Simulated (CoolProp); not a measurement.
The fluid at 448.64 K and 1.32 MPa (gas) is heated at constant pressure to 482.9 K. The same conditions are run with several fluids, on thermodynamics alone (safety and materials aside).

Values from CoolProp's reference Helmholtz-energy equation of state of each fluid (ethanol: Schroeder 2014; R1336mzz(Z): McLinden 2020; R123: Younglove 1994).

| fluid | heat (kJ/kg) | final density (kg/m³) |
|---|---|---|
| ethanol | 84.4 | 16.7 |
| R1336mzz(Z) | 40.3 | 61.8 |
| R123 | 31.2 | 56.4 |
